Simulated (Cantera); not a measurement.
**Equilibrium for silicon nitride deposition: SiHCl₃ + NH₃ + N₂**

Input: 1 mol SiHCl₃, 0.16 mol NH₃, 60 mol N₂, held at 0.133 bar.

These are equilibrium values from Cantera (NASA tables, ideal gas, pure condensed phases), not measurements of a reactor. Candidate condensed phases: NH₄Cl, Si, Si₃N₄; 28 gas species. The tables' values for SiCl₃, SiCl are old estimates; treat these amounts as uncertain. Kinetics and transport are ignored.

```
T (K)   x N₂   x HCl   x SiCl₂   x SiCl₄  n Si₃N₄(s)
-----  -----  ------  --------  --------  ----------
1150   0.971  0.0208   7.40e-6   0.00692       0.190
1225   0.970  0.0211   4.39e-5   0.00675       0.190
1300   0.970  0.0212  0.000208   0.00641       0.187
1375   0.970  0.0212  0.000796   0.00571       0.179
1450   0.969  0.0211   0.00244   0.00437       0.158
1525   0.967  0.0205   0.00569   0.00250       0.119
1600   0.966  0.0192   0.00970  0.000952      0.0725
1675   0.965  0.0172    0.0130  0.000270      0.0315
1750   0.964  0.0150    0.0152   7.44e-5           0
1825   0.964  0.0152    0.0154   3.53e-5           0
1900   0.964  0.0152    0.0155   1.72e-5           0
1975   0.964  0.0152    0.0156   8.66e-6           0
```
x: gas mole fraction; n: condensed amount in mol.

From 1150 K to 1675 K the condensed part is Si₃N₄(s). From 1750 K to 1975 K nothing is condensed. The main Si-bearing gas is SiCl₄ at 1150 K and SiCl₂ at 1975 K.
